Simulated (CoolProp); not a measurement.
Model: reference Helmholtz-energy equation of state, Lemmon 2006, in CoolProp. It is a short technical equation, of lower accuracy than the large ones.

### Question
For C3F8 (R218), give the phase and the density (kg/m³), cp (kJ/(kg K)), cv (kJ/(kg K)), expansivity (1/kK) at 215.7 K and 2370 kPa; 253 K and 2370 kPa; 268 K and 2370 kPa.

### Answer
- 215.7 K and 2370 kPa: liquid; density 1700, cp 0.927, cv 0.650, expansivity 2.11
- 253 K and 2370 kPa: liquid; density 1560, cp 1.01, cv 0.715, expansivity 2.59
- 268 K and 2370 kPa: liquid; density 1490, cp 1.04, cv 0.740, expansivity 2.91
